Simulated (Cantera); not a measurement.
**Dilute partial oxidation**

An isothermal, constant-pressure homogeneous reactor starts with 0.948 % C2H6, 3.32 % O2, 94.8 % N2, 0.948 % H2O, at 1275 K and 101000 Pa.

Detailed kinetics in Cantera: GRI-Mech 3.0 (53 species, 325 reactions). The temperature is held fixed by assumption; the heat of reaction is taken as removed at once.

```json
[
 {"t (s)": "7.00e-6", "x C2H6": "0.00948", "x O2": "0.0332", "x H2O": "0.00948", "x C2H4": "4.43e-9", "x NO2": "<1e-12", "x CO": "<1e-12"},
 {"t (s)": "2.74e-5", "x C2H6": "0.00948", "x O2": "0.0332", "x H2O": "0.00948", "x C2H4": "2.01e-7", "x NO2": "<1e-12", "x CO": "4.97e-11"},
 {"t (s)": "0.000107", "x C2H6": "0.00946", "x O2": "0.0332", "x H2O": "0.00948", "x C2H4": "1.01e-5", "x NO2": "<1e-12", "x CO": "9.93e-9"},
 {"t (s)": "0.000419", "x C2H6": "0.00844", "x O2": "0.0328", "x H2O": "0.00988", "x C2H4": "0.000902", "x NO2": "<1e-12", "x CO": "2.12e-5"},
 {"t (s)": "0.00164", "x C2H6": "3.87e-5", "x O2": "0.0159", "x H2O": "0.0260", "x C2H4": "0.000841", "x NO2": "6.33e-11", "x CO": "0.0135"},
 {"t (s)": "0.00642", "x C2H6": "<1e-12", "x O2": "0.00118", "x H2O": "0.0365", "x C2H4": "<1e-12", "x NO2": "2.48e-10", "x CO": "0.00139"},
 {"t (s)": "0.0251", "x C2H6": "<1e-12", "x O2": "0.000377", "x H2O": "0.0373", "x C2H4": "<1e-12", "x NO2": "3.19e-10", "x CO": "0.000383"},
 {"t (s)": "0.0982", "x C2H6": "<1e-12", "x O2": "0.000161", "x H2O": "0.0375", "x C2H4": "<1e-12", "x NO2": "4.30e-10", "x CO": "0.000158"},
 {"t (s)": "0.384", "x C2H6": "<1e-12", "x O2": "7.61e-5", "x H2O": "0.0376", "x C2H4": "<1e-12", "x NO2": "5.35e-10", "x CO": "7.38e-5"},
 {"t (s)": "1.50", "x C2H6": "<1e-12", "x O2": "3.76e-5", "x H2O": "0.0377", "x C2H4": "<1e-12", "x NO2": "5.71e-10", "x CO": "3.67e-5"},
 {"t (s)": "5.88", "x C2H6": "<1e-12", "x O2": "1.90e-5", "x H2O": "0.0377", "x C2H4": "<1e-12", "x NO2": "5.09e-10", "x CO": "1.90e-5"},
 {"t (s)": "23.0", "x C2H6": "<1e-12", "x O2": "9.71e-6", "x H2O": "0.0377", "x C2H4": "<1e-12", "x NO2": "3.80e-10", "x CO": "1.02e-5"},
 {"t (s)": "90.0", "x C2H6": "<1e-12", "x O2": "4.91e-6", "x H2O": "0.0377", "x C2H4": "<1e-12", "x NO2": "2.42e-10", "x CO": "5.67e-6"}
]
```
x: mole fraction; the columns are a selection and need not sum to one.

Equilibrium at this temperature and pressure: C2H6 <1e-12, O2 1.22e-6, H2O 0.0377, C2H4 <1e-12, NO2 2.59e-11, CO 1.57e-6 (gas phase only).
